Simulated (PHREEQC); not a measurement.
Make-up at 20 °C: 16 mmol/kgw K3PO4, 44 mmol/kgw HNO3 and 110 mmol/kgw KHSO4. Closed to the air; pH follows from the charge balance.

Computed with PHREEQC (ion-association model, phreeqc.dat).

Each row changes one thing in this solution. No solid was allowed to form.

```json
[
 {"case": "as made", "pH": "1.38", "ionic strength (mol/kgw)": "0.242", "K+ (mol/kgw)": "0.147", "HSO4- (mol/kgw)": "0.0570", "SO4-2 (mol/kgw)": "0.0425", "H3PO4 (mol/kgw)": "0.0128"},
 {"case": "HNO3 left out", "pH": "1.67", "ionic strength (mol/kgw)": "0.227", "K+ (mol/kgw)": "0.144", "HSO4- (mol/kgw)": "0.0400", "SO4-2 (mol/kgw)": "0.0561", "H3PO4 (mol/kgw)": "…"},
 {"case": "temperature from 20 to 40 °C", "pH": "1.44", "ionic strength (mol/kgw)": "0.227", "K+ (mol/kgw)": "0.146", "HSO4- (mol/kgw)": "0.0634", "SO4-2 (mol/kgw)": "0.0348", "H3PO4 (mol/kgw)": "0.0130"},
 {"case": "temperature from 20 to 65 °C", "pH": "1.54", "ionic strength (mol/kgw)": "…", "K+ (mol/kgw)": "0.146", "HSO4- (mol/kgw)": "0.0717", "SO4-2 (mol/kgw)": "0.0260", "H3PO4 (mol/kgw)": "0.0131"},
 {"case": "diluted 5-fold with water", "pH": "1.90", "ionic strength (mol/kgw)": "0.0583", "K+ (mol/kgw)": "0.0305", "HSO4- (mol/kgw)": "0.00780", "SO4-2 (mol/kgw)": "0.0131", "H3PO4 (mol/kgw)": "0.00187"},
 {"case": "HNO3 from 0.044 to 0.44 mol/kgw", "pH": "0.51", "ionic strength (mol/kgw)": "0.577", "K+ (mol/kgw)": "0.156", "HSO4- (mol/kgw)": "…", "SO4-2 (mol/kgw)": "0.0131", "H3PO4 (mol/kgw)": "0.0154"},
 {"case": "K3PO4 from 0.016 to 0.08 mol/kgw", "pH": "5.60", "ionic strength (mol/kgw)": "0.398", "K+ (mol/kgw)": "0.316", "HSO4- (mol/kgw)": "5.25e-6", "SO4-2 (mol/kgw)": "…", "H3PO4 (mol/kgw)": "1.67e-5"},
 {"case": "temperature from 20 to 35 °C", "pH": "…", "ionic strength (mol/kgw)": "0.231", "K+ (mol/kgw)": "0.146", "HSO4- (mol/kgw)": "0.0617", "SO4-2 (mol/kgw)": "0.0367", "H3PO4 (mol/kgw)": "0.0130"},
 {"case": "0.0085 mol/kgw CO2 added", "pH": "1.38", "ionic strength (mol/kgw)": "0.242", "K+ (mol/kgw)": "0.147", "HSO4- (mol/kgw)": "0.0570", "SO4-2 (mol/kgw)": "0.0425", "H3PO4 (mol/kgw)": "0.0128"}
]
```

**Question.** What belongs in the gaps?

**Answer.** 
- HNO3 left out, H3PO4 (mol/kgw): 0.0108
- temperature from 20 to 65 °C, ionic strength (mol/kgw): 0.209
- HNO3 from 0.044 to 0.44 mol/kgw, HSO4- (mol/kgw): 0.0945
- K3PO4 from 0.016 to 0.08 mol/kgw, SO4-2 (mol/kgw): 0.0768
- temperature from 20 to 35 °C, pH: 1.43

Constants without temperature data keep their 25 °C values here.
